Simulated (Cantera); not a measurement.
A Cantera script and its output.

```python
import numpy as np
import cantera as ct

gas = ct.Solution("gri30.yaml")


def delay(T, t_max=10):
    gas.TPX = T, 1000000, {'CO': 1, 'H2': 0.12, 'CH4': 0.51, 'O2': 2.36, 'N2': 8.87}
    reactor = ct.IdealGasConstPressureReactor(gas, clone=False)
    net = ct.ReactorNet([reactor])
    net.rtol, net.atol = 1e-8, 1e-16
    while net.time < t_max:
        t_old, T_old = net.time, reactor.T
        net.step()
        if reactor.T > T + 400:  # ignition: a rise of 400 K
            return t_old + (T + 400 - T_old) / (reactor.T - T_old) * (net.time - t_old)
    return np.nan


taus = []
for T in [1050, 1100, 1150, 1200, 1250, 1300, 1350, 1400]:
    taus.append(delay(T))
    print(f"T0 = {T:6g} K   tau = {taus[-1]:.4e} s")
```

Output:

```
T0 =   1050 K   tau = 5.2143e-03 s
T0 =   1100 K   tau = 2.2758e-03 s
T0 =   1150 K   tau = 1.1667e-03 s
T0 =   1200 K   tau = 6.7365e-04 s
T0 =   1250 K   tau = 4.1777e-04 s
T0 =   1300 K   tau = 2.6945e-04 s
T0 =   1350 K   tau = 1.7791e-04 s
T0 =   1400 K   tau = 1.1958e-04 s
```

Cantera simulation using GRI-Mech 3.0 (53 species, 325 reactions); the numbers are that mechanism's predictions, not measurements.
